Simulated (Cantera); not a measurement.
**Thermodynamics of calcination and drying, feed LiOH + H2**

A closed system holds: 1 mol LiOH, 0.8 mol H2, at 5.80 bar.

These are equilibrium values from Cantera (NASA tables, ideal gas, pure condensed phases), not measurements of a reactor. Candidate condensed phases: H2O, Li, LiH, LiOH, Li2O; 17 gas species. Mutual solubility and eutectic melting of coexisting phases are not modelled. Kinetics and transport are ignored.

```
T (°C)   x H2   x H2O    x LiOH  x Li2(OH)2      x Li      x H     x LiH  n LiOH(l)  n Li2O(s)
------  -----  ------  --------  ----------  --------  -------  --------  ---------  ---------
802     0.950  0.0499   9.50e-6     1.68e-6  9.13e-10  5.94e-9  2.51e-10      0.916     0.0420
852     0.933  0.0672   2.73e-5     4.03e-6   3.96e-9  1.78e-8  9.77e-10      0.885     0.0577
902     0.912  0.0875   7.10e-5     8.85e-6   1.51e-8  4.86e-8   3.37e-9      0.846     0.0767
952     0.889   0.111  0.000170     1.80e-5   5.17e-8  1.22e-7   1.05e-8      0.801     0.0995
1002    0.863   0.136  0.000377     3.42e-5   1.60e-7  2.84e-7   2.95e-8      0.747      0.126
1052    0.835   0.164  0.000784     6.13e-5   4.54e-7  6.21e-7   7.65e-8      0.685      0.157
1102    0.805   0.194   0.00154    0.000104   1.19e-6  1.28e-6   1.84e-7      0.613      0.193
1152    0.772   0.225   0.00287    0.000169   2.89e-6  2.49e-6   4.13e-7      0.530      0.233
1202    0.737   0.258   0.00509    0.000264   6.61e-6  4.62e-6   8.70e-7      0.434      0.280
1252    0.700   0.291   0.00868    0.000397   1.42e-5  8.22e-6   1.73e-6      0.323      0.333
1302    0.660   0.325    0.0143    0.000577   2.91e-5  1.40e-5   3.26e-6      0.193      0.394
1352    0.617   0.360    0.0226    0.000815   5.63e-5  2.30e-5   5.84e-6     0.0362      0.466
1402    0.605   0.361    0.0333     0.00103  0.000112  3.75e-5   1.10e-5          0      0.477
```
x: gas mole fraction; n: condensed amount in mol.

From 802 °C to 1352 °C the condensed part is LiOH(l) + Li2O(s). At 1402 °C the condensed part is Li2O(s). The main Li-bearing gas is LiOH throughout.
